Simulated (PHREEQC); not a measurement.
A solution holds 0.078 mol/kgw H2SO4, 0.00025 mol/kgw FeSO4 and 5.9e-05 mol/kgw MgSO4, at 25 °C. Closed to the air; pH follows from the charge balance.

Equilibrium calculation in PHREEQC: ion-association model, wateq4f.dat.

### Question
The ionic strength comes out as 0.113 mol/kgw. What activity coefficients do SO4-2, H+, Mg+2, Fe+2, HSO4- get?

### Answer
SO4-2 0.36, H+ 0.82, Mg+2 0.39, Fe+2 0.39, HSO4- 0.77.

This is a speciation only: nothing precipitates in the calculation. Complexes and solids missing from the database can't appear.
